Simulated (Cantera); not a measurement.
Input (Python, Cantera) and output of one run.

```python
import numpy as np
import cantera as ct

gas_names = """
    CL CLO CL2 Fe FeCL FeCL2 FeCL3 FeO Fe2CL4 Fe2CL6 N NO NO2 NO3 N2 N2O O O2 O3
""".split()
cond_names = """
    Fe(a) Fe(c) Fe(d) Fe(L) FeCL2(s) FeCL2(L) FeCL3(s) FeCL3(L) FeO(s) FeO(L) Fe2O3(s) Fe3O4(s)
""".split()


def load(file, names, dense=False):
    # The tables refer to 1 bar. Condensed volumes are neglected.
    table = {s.name: s for s in ct.Species.list_from_file(file)}
    out = []
    for n in names:
        d = dict(table[n].input_data)
        d["thermo"] = dict(d["thermo"], **{"reference-pressure": 1e5})
        if dense:
            d["equation-of-state"] = {"model": "constant-volume", "density": "1e6 g/cm^3"}
        out.append(ct.Species.from_dict(d))
    return out


gas = ct.Solution(thermo="ideal-gas", species=load("nasa_gas.yaml", gas_names))
cond = {s.name: ct.Solution(thermo="fixed-stoichiometry", species=[s], name=s.name)
        for s in load("nasa_condensed.yaml", cond_names, dense=True)}
atoms = {
    'FeCl2': {'Fe': 1, 'CL': 2},
    'O2': {'O': 2},
    'N2': {'N': 2},
}
top_T = {'Fe2O3(s)': 1830, 'Fe3O4(s)': 1870}  # K; cautious upper limits of use, not melting points


def equilibrate(T, P, feed):
    n = {}
    for name, mol in feed.items():
        for a, k in atoms[name].items():
            n[a] = n.get(a, 0.0) + k * mol
    gas.TPX = T, P, n
    mass = sum(n.values()) * gas.mean_molecular_weight
    gas.equilibrate("TP")
    valid = [c for c in cond.values() if c.min_temp <= T <= top_T.get(c.name, c.max_temp)]
    mix = ct.Mixture([(gas, mass / gas.mean_molecular_weight)] + [(c, 0.0) for c in valid])
    mix.T, mix.P = T, P
    mix.equilibrate("TP", solver="vcs", rtol=1e-11, max_steps=5000)
    return mix


results = []
T = 2123  # K
P = 190  # Pa
for m in [0.27, 1.2, 2.2, 3.2, 4.2, 5.1, 6.1, 7.1, 8.1]:
    feed = {'FeCl2': 1, 'O2': m, 'N2': 15}  # mol
    mix = equilibrate(T, P, feed)
    results.append((T, P, feed, dict(zip(mix.species_names, mix.species_moles))))
    x = sorted(zip(gas.X, gas.species_names), reverse=True)
    print(f"T = {T:g} K  P = {P:g} Pa  n(O2) = {m:g} mol  gas = {mix.phase_moles(0):.4g} mol")
    print("   x: " + "  ".join(f"{s} {v:.3e}" for v, s in x if v > 1e-05))
    print("   condensed (mol): " + ("  ".join(f"{mix.phase(i).name} {mix.phase_moles(i):.4g}"
          for i in range(1, mix.n_phases) if mix.phase_moles(i) > 1e-12) or "none"))
```

Output:

```
T = 2123 K  P = 190 Pa  n(O2) = 0.27 mol  gas = 17.17 mol
   x: N2 8.722e-01  CL 5.258e-02  FeCL2 3.181e-02  Fe 2.236e-02  O2 1.064e-02  O 3.855e-03  FeO 3.820e-03  NO 2.494e-03  FeCL 2.380e-04
   condensed (mol): none
T = 2123 K  P = 190 Pa  n(O2) = 1.2 mol  gas = 18.18 mol
   x: N2 8.222e-01  O2 5.512e-02  CL 5.344e-02  FeCL2 2.816e-02  Fe 1.917e-02  O 8.775e-03  FeO 7.454e-03  NO 5.512e-03  FeCL 2.073e-04
   condensed (mol): none
T = 2123 K  P = 190 Pa  n(O2) = 2.2 mol  gas = 19.23 mol
   x: N2 7.765e-01  O2 9.990e-02  CL 5.376e-02  FeCL2 2.502e-02  Fe 1.682e-02  O 1.181e-02  FeO 8.807e-03  NO 7.212e-03  FeCL 1.831e-04  CLO 1.024e-05
   condensed (mol): FeO(L) 0.02253
T = 2123 K  P = 190 Pa  n(O2) = 3.2 mol  gas = 20.23 mol
   x: N2 7.373e-01  O2 1.404e-01  CL 5.481e-02  FeCL2 2.194e-02  Fe 1.419e-02  O 1.401e-02  FeO 8.807e-03  NO 8.332e-03  FeCL 1.574e-04  CLO 1.238e-05
   condensed (mol): FeO(L) 0.08787
T = 2123 K  P = 190 Pa  n(O2) = 4.2 mol  gas = 21.25 mol
   x: N2 7.013e-01  O2 1.778e-01  CL 5.488e-02  FeCL2 1.954e-02  O 1.576e-02  Fe 1.261e-02  NO 9.144e-03  FeO 8.807e-03  FeCL 1.401e-04  CLO 1.395e-05
   condensed (mol): FeO(L) 0.1267
T = 2123 K  P = 190 Pa  n(O2) = 5.1 mol  gas = 22.18 mol
   x: N2 6.716e-01  O2 2.088e-01  CL 5.449e-02  FeCL2 1.777e-02  O 1.708e-02  Fe 1.164e-02  NO 9.696e-03  FeO 8.807e-03  FeCL 1.283e-04  CLO 1.501e-05
   condensed (mol): FeO(L) 0.1497
T = 2123 K  P = 190 Pa  n(O2) = 6.1 mol  gas = 23.21 mol
   x: N2 6.412e-01  O2 2.406e-01  CL 5.377e-02  O 1.833e-02  FeCL2 1.613e-02  Fe 1.084e-02  NO 1.017e-02  FeO 8.807e-03  FeCL 1.180e-04  CLO 1.590e-05
   condensed (mol): FeO(L) 0.1669
T = 2123 K  P = 190 Pa  n(O2) = 7.1 mol  gas = 24.24 mol
   x: N2 6.135e-01  O2 2.698e-01  CL 5.289e-02  O 1.941e-02  FeCL2 1.474e-02  NO 1.053e-02  Fe 1.024e-02  FeO 8.807e-03  FeCL 1.096e-04  CLO 1.656e-05
   condensed (mol): FeO(L) 0.1784
T = 2123 K  P = 190 Pa  n(O2) = 8.1 mol  gas = 25.28 mol
   x: N2 5.879e-01  O2 2.967e-01  CL 5.191e-02  O 2.036e-02  FeCL2 1.354e-02  NO 1.082e-02  Fe 9.760e-03  FeO 8.807e-03  FeCL 1.026e-04  CLO 1.705e-05
   condensed (mol): FeO(L) 0.1858
```

Equilibrium computed with Cantera from the NASA thermochemical tables; the gas is ideal and each condensed phase is pure. The tables' stoichiometric FeO is somewhat more stable than real wüstite, so its field is too wide. FeO: taken at fixed stoichiometry.
